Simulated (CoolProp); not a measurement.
CH2F2 (R32) at 298.15 K and 0.554 MPa flows at 0.73 m/s in a round tube of 6 mm bore and 15 µm roughness, fully developed (64/Re and Nu = 3.66 if laminar; Colebrook and Gnielinski if turbulent). Each further row changes one setting.

The numbers come from the reference Helmholtz-energy equation of state, Tillner-Roth 1997 in CoolProp.

| case | Reynolds number | Darcy friction factor | pressure drop (Pa/m) | heat-transfer coefficient (W/(m² K)) | mass flow (kg/h) |
|---|---|---|---|---|---|
| as stated | 4090 | 0.0421 | 23.4 | 37.1 | 0.930 |
| velocity 1.46 m/s | 8180 | 0.0359 | 79.8 | 73.2 | 1.86 |
| diameter 12 mm | 8180 | 0.0343 | 9.52 | 34.9 | 3.72 |

Viscosity comes from a separate model (Bell 2016), an estimate that may be off by 10 % or more. Thermal conductivity comes from a separate model (Huber 2003), an estimate that may be off by 10 % or more.
